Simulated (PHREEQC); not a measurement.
Copper plating or etch bath

Solution (68 °C): 0.19 mol/kgw Cu(NO3)2 and 0.00017 mol/kgw HCl. Closed to the air; pH follows from the charge balance.

Computed with PHREEQC (ion-association model, wateq4f.dat).

Each row changes one thing in this solution. Precipitation was switched off in this run.

```csv
case,pH,Cl- (mol/kgw)
as made,3.51,0.000101
HCl from 0.00017 to 0.000153 mol/kgw,3.52,9.07e-5
Cu(NO3)2 replaced by AgNO3 at the same molality,3.87,1.79e-6
Cu(NO3)2 from 0.19 to 0.095 mol/kgw,?,0.000119
Cu(NO3)2 left out,?,0.000170
temperature from 68 to 70 °C,?,9.80e-5
Cu(NO3)2 from 0.19 to 0.019 mol/kgw,3.79,0.000149
```

Question: Fill in the missing entries.

Answer: 
- Cu(NO3)2 from 0.19 to 0.095 mol/kgw, pH: 3.61
- Cu(NO3)2 left out, pH: 3.78
- temperature from 68 to 70 °C, pH: 3.50

Some of these states are supersaturated (in Cerargyrite, for instance). At this temperature some constants are extrapolated from 25 °C, and those without enthalpy data are left unchanged.
